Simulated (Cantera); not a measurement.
Cantera with NASA thermochemical tables; ideal gases at 1 bar, condensed phases pure. Values are per mole of reaction as written; species without (g) are pure solids or liquids, kept so even where they would boil at 1 bar. TiC: taken at fixed stoichiometry.

4 Ti₃O₅ + N₂(g) ⇌ 6 Ti₂O₃ + 2 NO(g)

| T (K) | ΔH° (kJ) | ΔS° (J/K) | ΔG° (kJ) | log10 K |
|---|---|---|---|---|
| 1523 | 919.1 | 164.3 | 668.9 | -22.94 |
| 1623 | 918.3 | 163.8 | 652.5 | -21.00 |
| 1723 | 915.9 | 162.3 | 636.2 | -19.29 |
| 1823 | ? | ? | ? | ? |
| 1923 | ? | ? | ? | ? |

**Question.** Some entries are withheld; supply them.

**Answer.** 
- 1823, ΔH° (kJ): 911.7
- 1823, ΔS° (J/K): 160.0
- 1823, ΔG° (kJ): 620.1
- 1823, log10 K: -17.77
- 1923, ΔH° (kJ): 905.9
- 1923, ΔS° (J/K): 156.9
- 1923, ΔG° (kJ): 604.3
- 1923, log10 K: -16.41
